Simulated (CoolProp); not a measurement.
Vapour-liquid equilibrium of isobutene (1) + n-octane (2) at 0.0178 MPa; x and y are mole fractions of (1).

Values from CoolProp's multi-fluid Helmholtz-energy mixture model, Lemmon 2005 and Beckmüller 2019; pair parameters Bell 2016.

Question: Give the bubble temperature and the first vapour's composition at x = 0.05, 0.725, 0.875. Is there an azeotrope?

Answer: x = 0.05: 299.4 K, y = 0.891; x = 0.725: 234.8 K, y = 1.000; x = 0.875: 231.3 K, y = 1.000. No azeotrope shows between x = 0.05 and 0.95.

Pair parameters are fitted to limited data, so mixtures are less certain than the pure fluids.
